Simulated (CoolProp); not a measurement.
Vapour-liquid equilibrium of propane (1) + R236FA (2) at 0.844 MPa; x and y are mole fractions of (1).

Model: multi-fluid Helmholtz-energy mixture model, Lemmon 2009 and Pan 2012; pair parameters Bell 2016, in CoolProp.

Task: Give the bubble temperature and the first vapour's composition at x = 0.05, 0.2, 0.875. Is there an azeotrope?

Result: x = 0.05: 55.0 °C, y = 0.209; x = 0.2: 36.5 °C, y = 0.563; x = 0.875: 20.0 °C, y = 0.889. y crosses x between x = 0.875 and 0.95: the model has an azeotrope there.

The pair parameters rest on a limited set of measurements; away from them the model extrapolates. With so large a gap from Raoult's law the liquid may split in two, which this calculation doesn't test in full.
